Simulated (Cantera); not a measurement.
Mixture: 5.89 % CH4, 17.6 % O2, 65.9 % N2, 10.6 % H2O, equivalence ratio 0.67, at 7.80 bar, adiabatic and at constant pressure. Ignition delay is the time to a rise of 400 K.

Model: GRI-Mech 3.0 (53 species, 325 reactions), integrated in Cantera.

Q: At T0 = 1400 K, what is the delay, and which 8 reactions control it most (d ln τ / d ln k, from doubling and halving each rate constant)?

A: The delay is 0.626 ms.
```tsv
reaction	d ln τ / d ln k	faster rate
2 CH3 (+M) <=> C2H6 (+M)	0.51	lengthens it
CH3 + O2 <=> CH3O + O	-0.44	shortens it
CH3 + HO2 <=> CH3O + OH	-0.35	shortens it
H + O2 <=> O + OH	-0.27	shortens it
CH3 + O2 <=> CH2O + OH	-0.25	shortens it
CH4 + H <=> CH3 + H2	0.25	lengthens it
CH2O + O2 <=> HCO + HO2	-0.22	shortens it
CH4 + OH <=> CH3 + H2O	0.14	lengthens it
```
